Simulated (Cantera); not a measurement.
Input: 1 mol c-C4F8, 1 mol H2, 0.12 mol CH4, equilibrated at 2827 °C and 13.3 mbar.

These are equilibrium values from Cantera (NASA tables, ideal gas, pure condensed phases), not measurements of a reactor. Candidate condensed phases: C, C6H6, C7H8, C8H18; 95 gas species. The feed counts by its element totals alone. Equilibrium is a limit: real reactors are often held back by kinetics, nucleation or transport.

Base state: F 0.541, HF 0.272, CF 0.0764, C3 0.0656, CF2 0.0146, H 0.0126, C 0.00954, C2 0.00679 (mole fractions); condensed: C(graphite).

### Question
What changes in the equilibrium state with this change: temperature from 2827 °C to 1402 °C?

### Answer
| species | before | after |
|---|---|---|
| HF | 0.272 | 0.641 |
| CF4 | 2.14e-7 | 0.355 |
| CF2 | 0.0146 | 0.00228 |
| F | 0.541 | 0.000551 |
| C3 | 0.0656 | <1e-9 |
| CF | 0.0764 | 3.70e-7 |
| H | 0.0126 | 1.00e-7 |
| C | 0.00954 | <1e-9 |
| C2 | 0.00679 | <1e-9 |
| C(graphite), mol | 1.33 | 2.74 |
Gases not in the tables: C2F6 and larger saturated fluorocarbons.
